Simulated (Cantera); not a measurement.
**Adiabatic ignition**

An adiabatic, constant-pressure homogeneous reactor starts with CO : H2 : O2 : N2 = 1 : 0.16 : 1 : 3.76 (molar parts), at 1150 K and 0.780 bar.

Model: GRI-Mech 3.0 (53 species, 325 reactions), integrated in Cantera.

| t (s) | T (K) | x CO | x H2 | x O2 | x H2O2 | x H2O |
|---|---|---|---|---|---|---|
| 2.00e-6 | 1150 | 0.169 | 0.0270 | 0.169 | <1e-12 | 2.84e-11 |
| 7.96e-6 | 1150 | 0.169 | 0.0270 | 0.169 | <1e-12 | 1.11e-9 |
| 3.17e-5 | 1150 | 0.169 | 0.0270 | 0.169 | 1.69e-11 | 7.10e-8 |
| 0.000126 | 1160 | 0.168 | 0.0245 | 0.167 | 1.01e-6 | 0.00176 |
| 0.000502 | 2060 | 0.0527 | 0.00170 | 0.0930 | 7.80e-8 | 0.0204 |
| 0.00200 | 2379 | 0.0265 | 0.000713 | 0.0862 | 3.39e-8 | 0.0251 |
| 0.00796 | 2450 | 0.0187 | 0.000486 | 0.0826 | 4.19e-8 | 0.0262 |
| 0.0317 | 2443 | 0.0182 | 0.000476 | 0.0797 | 4.07e-8 | 0.0263 |
| 0.126 | 2439 | 0.0180 | 0.000472 | 0.0782 | 4.01e-8 | 0.0263 |
| 0.502 | 2439 | 0.0180 | 0.000472 | 0.0781 | 4.01e-8 | 0.0263 |
| 2.00 | 2439 | 0.0180 | 0.000472 | 0.0781 | 4.01e-8 | 0.0263 |
x: mole fraction; the columns are a selection and need not sum to one.

* **time of steepest temperature rise**: 0.162 ms
* **temperature at 2.00 s**: 2439 K
* **equilibrium temperature**: 2439 K
* **x(CO) at 2.00 s**: 0.0180 (gas-phase equilibrium 0.0180)
* **x(H2) at 2.00 s**: 0.000472 (gas-phase equilibrium 0.000472)
* **x(O2) at 2.00 s**: 0.0781 (gas-phase equilibrium 0.0781)
